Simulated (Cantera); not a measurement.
## Si2H6 + CO2 + N2 (silicon oxide and oxynitride deposition)

Feed: 1 mol Si2H6, 0.4 mol CO2, 34 mol N2, equilibrated at 2100 K and 0.285 Torr.

Cantera equilibrium calculation (NASA polynomials, part measured and part estimated; ideal gas, pure solids and liquids). Candidate condensed phases: C, C6H6, C7H8, C8H18, H2O, Si, SiC, SiO2, Si2N2O, Si3N4; 151 gas species. The feed counts by its element totals alone. The tables' values for SiN are old estimates; treat these amounts as uncertain. The numbers say what is thermodynamically allowed, not how fast it happens.

```json
{
  "x(N2)": "0.847",
  "x(H2)": "0.0558",
  "x(Si)": "0.0393",
  "x(H)": "0.0377",
  "x(SiO)": "0.0101",
  "x(CO)": "0.00984",
  "x(SiN)": "0.000146",
  "x(SiH)": "9.80e-5",
  "x(HCN)": "7.57e-5",
  "gas_amount": "40.14 mol",
  "log10 activity of Si(l) (absent)": "-0.95",
  "log10 activity of C(graphite) (absent)": "-1.79"
}
```
